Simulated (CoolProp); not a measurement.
Vapour pressure (MPa) of tetrahydrofuran: the reference equation beside estimates from Tc = 540.2 K, pc = 5.304 MPa, ω = 0.234.

Model: reference Helmholtz-energy equation of state, Fiedler 2023, in CoolProp.

```json
[
 {"T (K)": "352.6", "reference": "0.1541", "Lee-Kesler": "0.1520", "Redlich-Kwong": "0.2497", "Peng-Robinson": "0.1531"},
 {"T (K)": "365.1", "reference": "0.2198", "Lee-Kesler": "0.2184", "Redlich-Kwong": "0.3425", "Peng-Robinson": "0.2186"},
 {"T (K)": "377.5", "reference": "0.3046", "Lee-Kesler": "0.3044", "Redlich-Kwong": "0.4572", "Peng-Robinson": "0.3033"},
 {"T (K)": "390", "reference": "0.4132", "Lee-Kesler": "0.4151", "Redlich-Kwong": "0.5987", "Peng-Robinson": "0.4123"},
 {"T (K)": "402.4", "reference": "0.5477", "Lee-Kesler": "0.5525", "Redlich-Kwong": "0.7675", "Peng-Robinson": "0.5478"},
 {"T (K)": "414.9", "reference": "0.7143", "Lee-Kesler": "0.7227", "Redlich-Kwong": "0.9691", "Peng-Robinson": "0.7163"},
 {"T (K)": "427.3", "reference": "0.9142", "Lee-Kesler": "0.9270", "Redlich-Kwong": "1.203", "Peng-Robinson": "0.9196"},
 {"T (K)": "439.8", "reference": "1.155", "Lee-Kesler": "1.173", "Redlich-Kwong": "1.476", "Peng-Robinson": "1.166"},
 {"T (K)": "452.2", "reference": "1.438", "Lee-Kesler": "1.462", "Redlich-Kwong": "1.785", "Peng-Robinson": "1.455"},
 {"T (K)": "464.7", "reference": "1.772", "Lee-Kesler": "1.802", "Redlich-Kwong": "2.139", "Peng-Robinson": "1.799"},
 {"T (K)": "477.2", "reference": "2.162", "Lee-Kesler": "2.198", "Redlich-Kwong": "2.538", "Peng-Robinson": "2.199"}
]
```

Absolute difference from the reference over all 11 rows, mean and median: Lee-Kesler 1.1 and 1.4 %, Redlich-Kwong 37.3 and 35.7 %, Peng-Robinson 0.7 and 0.6 %.
